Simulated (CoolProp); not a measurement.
n-heptane along the isotherm 326.85 °C: Z from the reference equation and from simpler models built on Tc = 268.1 °C, pc = 2774 kPa, ω = 0.349; each cubic takes its own stable root.

Model: reference Helmholtz-energy equation of state, Span 2003, in CoolProp. It is a short technical equation, of lower accuracy than the large ones.

| p (kPa) | phase | reference | van der Waals | Redlich-Kwong | Soave-Redlich-Kwong | Peng-Robinson |
|---|---|---|---|---|---|---|
| 347 | gas | 0.9694 | 0.9705 | 0.9679 | 0.9704 | 0.9662 |
| 693 | gas | 0.9377 | 0.9396 | 0.9349 | 0.9400 | 0.9318 |
| 1040 | gas | 0.9046 | 0.9070 | 0.9004 | 0.9087 | 0.8965 |
| 1390 | gas | 0.8698 | 0.8720 | 0.8642 | 0.8761 | 0.8602 |
| 1730 | gas | 0.8343 | 0.8357 | 0.8274 | 0.8434 | 0.8241 |
| 2080 | gas | 0.7962 | 0.7953 | 0.7877 | 0.8086 | 0.7861 |
| 2430 | gas | 0.7562 | 0.7510 | 0.7456 | 0.7725 | 0.7471 |
| 2770 | gas | 0.7156 | 0.7032 | 0.7022 | 0.7363 | 0.7085 |
| 3120 | supercritical | 0.6721 | 0.6471 | 0.6547 | 0.6979 | 0.6682 |
| 3470 | supercritical | 0.6272 | 0.5821 | 0.6044 | 0.6588 | 0.6277 |
| 3810 | supercritical | 0.5829 | 0.5139 | 0.5544 | 0.6212 | 0.5894 |
| 4160 | supercritical | 0.5377 | 0.4638 | 0.5069 | 0.5846 | 0.5527 |
